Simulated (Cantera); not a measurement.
What does this Cantera script print?

```python
import numpy as np
import cantera as ct

gas = ct.Solution("h2o2.yaml")
gas.TPX = 473, 500000, {'H2': 1, 'O2': 0.847, 'N2': 3.19}
flame = ct.FreeFlame(gas, width=0.013)
flame.set_refine_criteria(ratio=3, slope=0.08, curve=0.16)
flame.transport_model = "mixture-averaged"
flame.solve(loglevel=0, auto=True)
z, T = flame.grid, flame.T
thick = (T[-1] - T[0]) / np.gradient(T, z).max()
show = ['H2', 'O2', 'H', 'H2O', 'H2O2', 'HO2']
print(f"laminar burning velocity  {flame.velocity[0] * 100:.3f} cm/s")
print(f"burnt temperature         {T[-1]:.1f} K")
print(f"thermal thickness         {thick * 1e3:.4f} mm")
print(f"grid points               {len(z)}")
z0 = z[flame.heat_release_rate.argmax()]
print(f"{'z/mm':>9s}{'T/K':>9s}{'u/(m/s)':>9s}" + "".join(f"{s:>11s}" for s in show))
rows = []
for k in (-3, -2, -1.5, -1, -0.5, -0.25, 0, 0.25, 0.5, 1, 2, 4, 8):
    zz = z0 + k * thick
    rows.append([k * thick, np.interp(zz, z, T), np.interp(zz, z, flame.velocity),
                 *(np.interp(zz, z, flame.X[gas.species_index(s)]) for s in show)])
    print(f"{rows[-1][0] * 1e3:9.3f}{rows[-1][1]:9.1f}{rows[-1][2]:9.3f}" + "".join(f"{x:11.3e}" for x in rows[-1][3:]))
```

It prints:

```
laminar burning velocity  106.738 cm/s
burnt temperature         1907.5 K
thermal thickness         0.0730 mm
grid points               110
     z/mm      T/K  u/(m/s)         H2         O2          H        H2O       H2O2        HO2
   -0.219    473.5    1.065  1.953e-01  1.688e-01  8.096e-14  2.823e-05  6.764e-08  1.172e-07
   -0.146    475.6    1.062  1.888e-01  1.701e-01  1.337e-12  1.985e-04  5.725e-07  9.893e-07
   -0.110    482.9    1.066  1.786e-01  1.720e-01  1.542e-11  9.418e-04  3.276e-06  5.718e-06
   -0.073    518.3    1.117  1.547e-01  1.753e-01  7.579e-10  5.444e-03  2.287e-05  4.401e-05
   -0.037    753.7    1.561  1.022e-01  1.695e-01  1.934e-05  3.981e-02  1.549e-04  5.629e-04
   -0.018   1075.0    2.196  6.653e-02  1.491e-01  5.596e-04  8.737e-02  1.457e-04  6.137e-04
    0.000   1402.0    2.853  3.441e-02  1.198e-01  2.172e-03  1.409e-01  2.128e-05  3.426e-04
    0.018   1612.9    3.281  1.515e-02  9.783e-02  2.752e-03  1.760e-01  4.733e-06  1.902e-04
    0.037   1727.8    3.513  7.194e-03  8.795e-02  2.080e-03  1.918e-01  2.992e-06  1.157e-04
    0.073   1827.6    3.710  2.671e-03  8.297e-02  8.153e-04  2.024e-01  1.726e-06  5.313e-05
    0.146   1881.2    3.812  8.450e-04  8.216e-02  1.595e-04  2.075e-01  8.683e-07  1.805e-05
    0.292   1900.6    3.848  2.192e-04  8.234e-02  2.220e-05  2.095e-01  3.974e-07  5.439e-06
    0.584   1906.2    3.858  7.280e-05  8.252e-02  4.804e-06  2.102e-01  2.233e-07  2.563e-06
```

Computed with Cantera and the H2/O2 subset of GRI-Mech 3.0, which has no nitrogen chemistry. The hydrogen kinetics of GRI-Mech 3.0 are dated; newer H2 mechanisms differ, most at raised pressure. Burning velocities carry a grid error of a few per cent, more on coarse grids. Lean hydrogen flames are cellular in practice and burn faster than this planar one.
